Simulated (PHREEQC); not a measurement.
Solution (68 °C): 13 mmol/kgw HF, 0.3 mmol/kgw NH4HF2, 1.2 mmol/kgw H4SiO4 and 2.1 mmol/kgw HCl. Closed to the air; pH follows from the charge balance.

Computed with PHREEQC (ion-association model, wateq4f.dat).

```json
[
 {"quantity": "pH", "before": "2.44", "after": "2.53"},
 {"quantity": "ionic strength (mol/kgw)", "before": "0.00489", "after": "0.00376"},
 {"quantity": "HF (mol/kgw)", "before": "0.00869", "after": "0.0110"},
 {"quantity": "F- (mol/kgw)", "before": "0.000751", "after": "0.000811"},
 {"quantity": "H2F2 (mol/kgw)", "before": "3.72e-5", "after": "2.93e-5"},
 {"quantity": "HF2- (mol/kgw)", "before": "2.87e-5", "after": "3.78e-5"}
]
```

**Question.** Name the change that produced these shifts.
A. diluted 5-fold with water
B. H4SiO4 from 0.0012 to 0.00024 mol/kgw
C. temperature from 68 to 85 °C
D. diluted 10-fold with water
E. H4SiO4 left out

**Answer.** C, temperature from 68 to 85 °C

No solid was allowed to form. Some of these states are supersaturated (in Quartz (slow to form), for instance). Away from 25 °C the constants follow the database's enthalpies or fits; those with neither stay at their 25 °C values. SiF6-2 is the database's only silicon fluoride.
